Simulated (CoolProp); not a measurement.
Hexamethyldisiloxane (MM) at several states: Z from the reference equation and from simpler models built on Tc = 518.7 K, pc = 1931 kPa, ω = 0.418; each cubic takes its own stable root.

The numbers come from the reference Helmholtz-energy equation of state, Thol 2016 in CoolProp.

| T (K) | p (kPa) | phase | reference |
|---|---|---|---|
| 276 | 4890 | liquid | 0.4386 |
| 574.3 | 18.1 | gas | 0.9977 |
| 547.2 | 3300 | supercritical | 0.3342 |
| 241.8 | 197 | liquid | 0.01946 |
| 306.2 | 457 | liquid | 0.03877 |

### Question
How far does each simpler model (van der Waals, Redlich-Kwong, Soave-Redlich-Kwong, Peng-Robinson) lie from the reference over these 5 states: mean and median of the absolute difference, and the worst?

### Answer
- van der Waals: mean 43.5 %, median 62.7 %, worst +68.2 % at 241.8 K and 197 kPa
- Redlich-Kwong: mean 9.2 %, median 11.7 %, worst +13.2 % at 241.8 K and 197 kPa
- Soave-Redlich-Kwong: mean 8.7 %, median 7.9 %, worst +18.9 % at 547.2 K and 3300 kPa
- Peng-Robinson: mean 4.2 %, median 3.9 %, worst +9.8 % at 547.2 K and 3300 kPa
